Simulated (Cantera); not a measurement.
Reactions in the system H-O-Ta

Standard-state values (1 bar) from the NASA 1993 polynomials, evaluated with Cantera. Values are per mole of reaction as written; species without (g) are pure solids or liquids, kept so even where they would boil at 1 bar.

2 OH(g) + Ta → TaO2(g) + 2 H(g)

```
T (K)  ΔH° (kJ)  ΔS° (J/K)  ΔG° (kJ)  log10 K
-----  --------  ---------  --------  -------
300       156.5      100.8     126.2   -21.98
1325      163.5      110.2      17.5    -0.69
1475      164.1      110.7       0.9    -0.03
1625      164.6      110.9     -15.7     0.50
1775      164.8      111.1     -32.4     0.95
1925      164.8      111.1     -49.0     1.33
```
